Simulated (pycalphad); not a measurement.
Phase fractions of Al-1.214Si-2.001Cu (wt.%)

All values are pycalphad results on the COST 507 light-alloy database (1999) (1 atm), not direct measurements. The data set is of 1999 and partly superseded. The system is extrapolated from its subsystems; higher-order compounds may be missing. Amounts are mole fractions of atoms.

```tsv
T (K)	LIQUID	FCC_A1	DIAMOND_A4	ALCU_THETA
950	1.000	-	-	-
900	…	…	-	-
850	0.049	0.951	-	-
800	-	0.999	0.001	-
750	-	0.995	0.005	-
700	-	0.992	0.008	-
650	-	0.979	0.010	0.011
600	-	0.972	0.011	0.018
550	-	…	0.011	…
500	-	0.965	0.012	0.024
```

Problem. What belongs in the gaps?

Solution. 
- 900, LIQUID: 0.304
- 900, FCC_A1: 0.696
- 550, FCC_A1: 0.967
- 550, ALCU_THETA: 0.022

Database names, with the compositions (at.%) that they take in these runs: ALCU_THETA: Al 67 Cu 33. FCC_A1 is fcc; DIAMOND_A4 is diamond (Si).
